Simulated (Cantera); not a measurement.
A perfectly stirred reactor is fed with 33.3 % C3H8, 66.7 % H2, at 0.0267 bar; it is held at 1300 K, and followed from long to short residence time.

Model: GRI-Mech 3.0 (53 species, 325 reactions), integrated in Cantera. GRI-Mech 3.0 was tuned for natural gas; its chemistry of propane as a main component is partial and can be far from experiment. GRI-Mech 3.0 stops at C3 and has no aromatics, soot or wall deposition, so with more carbon than oxygen in the feed, carbon stays in small species such as C2H2 where larger ones or solid carbon would form. Radical loss at walls, strong at low pressure, is not modelled.

x: mole fraction; the columns are a selection and need not sum to one.

```
τ (s)     x C3H8   x H2    x C2H6  x C2H4   x CH4      x H
-------  -------  -----  --------  ------  ------  -------
1.0      0.00171  0.603  0.000465  0.0569   0.176      ___
0.50     0.00305  0.589  0.000676  0.0788   0.187      ___
0.24     0.00568  0.574   0.00102   0.108   0.196      ___
0.11      0.0111  0.559   0.00160   0.141   0.203      ___
0.054     0.0205  0.549   0.00247   0.167   0.203  9.27e-5
0.026     0.0389  0.546   0.00390   0.182   0.194  9.78e-5
0.012     0.0759  0.556   0.00595   0.175   0.169  9.57e-5
0.0058     0.132  0.578   0.00721   0.143   0.130  8.81e-5
0.0028     0.200  0.607   0.00632  0.0968  0.0840      ___
0.0013     0.262  0.635   0.00378  0.0520  0.0438      ___
0.00062    0.301  0.652   0.00162  0.0234  0.0190      ___
```

### Question
Complete the blanks.

### Answer

- 1.0, x H: 5.31e-5
- 0.50, x H: 6.21e-5
- 0.24, x H: 7.25e-5
- 0.11, x H: 8.38e-5
- 0.0028, x H: 7.88e-5
- 0.0013, x H: 6.80e-5
- 0.00062, x H: 5.47e-5
